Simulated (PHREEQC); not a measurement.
Solution (55 °C): 0.095 mol/kgw KOH and 0.14 mol/kgw KH2PO4. Closed to the air; pH follows from the charge balance.

Model: ion-association model, phreeqc.dat, run in PHREEQC.

No solid was allowed to form.

Q: Estimate the pH, ionic strength, specific conductance.

A: pH 6.95; ionic strength 0.313 mol/kgw; specific conductance 32500 µS/cm.

Q: In which forms is K present?

A: K+ 96 %, KHPO4- 3.6 % of the K.

Species that the database lacks are ignored. Away from 25 °C the constants follow the database's enthalpies or fits; those with neither stay at their 25 °C values.
